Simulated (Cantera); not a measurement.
# Thermodynamics of metals in furnace atmospheres, feed Cu + O₂ + CO

Feed: 1 mol Cu, 0.0033 mol O₂, 1.8 mol CO, held at 627 °C.

Method: chemical equilibrium by Gibbs-energy minimisation in Cantera with the NASA 1993 tables (ideal gas, pure condensed phases). Candidate condensed phases: C, Cu, CuO, Cu₂O; 15 gas species. Equilibrium is a limit: real reactors are often held back by kinetics, nucleation or transport.

| P (Pa) | x CO | x CO₂ | x Cu | n Cu(s) | n C(graphite) |
|---|---|---|---|---|---|
| 10 | 0.996 | 0.00367 | 1.80e-9 | 1.00 | 0 |
| 41 | 0.996 | 0.00367 | 4.39e-10 | 1.00 | 0 |
| 160 | 0.991 | 0.00878 | 1.13e-10 | 1.00 | 0.00912 |
| 670 | 0.965 | 0.0348 | 2.69e-11 | 1.00 | 0.0542 |
| 2700 | 0.883 | 0.117 | 6.67e-12 | 1.00 | 0.183 |
| 11000 | 0.699 | 0.301 | 1.64e-12 | 1.00 | 0.411 |
| 45000 | 0.463 | 0.537 | <1e-12 | 1.00 | 0.625 |
| 180000 | 0.270 | 0.730 | <1e-12 | 1.00 | 0.756 |
| 740000 | 0.144 | 0.856 | <1e-12 | 1.00 | 0.827 |
| 3000000 | 0.0743 | 0.926 | <1e-12 | 1.00 | 0.862 |
x: gas mole fraction; n: condensed amount in mol.

From 0.000100 bar to 0.000410 bar the condensed part is Cu(s). From 0.00160 bar to 30.0 bar the condensed part is C(graphite) + Cu(s).
